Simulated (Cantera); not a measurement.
An isothermal, constant-pressure homogeneous reactor starts with 19.6 % CH4, 80.4 % N2, at 1550 K and 0.0132 atm.

Cantera simulation using GRI-Mech 3.0 (53 species, 325 reactions); the numbers are that mechanism's predictions, not measurements. GRI-Mech 3.0 stops at C3 and has no aromatics, soot or wall deposition, so with more carbon than oxygen in the feed, carbon stays in small species such as C2H2 where larger ones or solid carbon would form. Radical loss at walls, strong at low pressure, is not modelled.

x: mole fraction; the columns are a selection and need not sum to one.

```csv
t (s),x CH4,x CH3,x C2H4,x C2H,x H,x HCN,x C2H2
0.000200,0.196,?,1.89e-12,<1e-12,5.16e-8,<1e-12,<1e-12
0.000659,0.196,?,1.21e-10,<1e-12,5.16e-8,<1e-12,<1e-12
0.00217,0.196,?,5.32e-9,<1e-12,5.19e-8,<1e-12,5.79e-12
0.00717,0.196,?,2.01e-7,<1e-12,5.47e-8,<1e-12,7.58e-10
0.0236,0.196,?,7.14e-6,<1e-12,8.58e-8,<1e-12,9.84e-8
0.0779,0.195,?,0.000222,1.97e-11,4.27e-7,3.12e-12,1.34e-5
0.257,0.183,?,0.00379,1.61e-9,5.23e-6,4.62e-10,0.00156
0.847,0.129,?,0.00355,1.88e-8,2.45e-5,1.37e-8,0.0244
2.79,0.0677,?,0.000710,4.03e-8,4.82e-5,7.23e-8,0.0528
9.20,0.0222,?,0.000120,6.90e-8,8.17e-5,2.50e-7,0.0725
30.3,0.00450,?,4.92e-5,1.03e-7,0.000121,6.20e-7,0.0800
100,0.000983,?,4.64e-5,1.14e-7,0.000135,1.05e-6,0.0815
```

Q: Some entries are withheld; supply them.

A: 
- 0.000200, x CH3: 1.15e-6
- 0.000659, x CH3: 3.92e-6
- 0.00217, x CH3: 1.30e-5
- 0.00717, x CH3: 4.30e-5
- 0.0236, x CH3: 0.000139
- 0.0779, x CH3: 0.000426
- 0.257, x CH3: 0.000971
- 0.847, x CH3: 0.000743
- 2.79, x CH3: 0.000406
- 9.20, x CH3: 0.000168
- 30.3, x CH3: 4.60e-5
- 100, x CH3: 1.10e-5
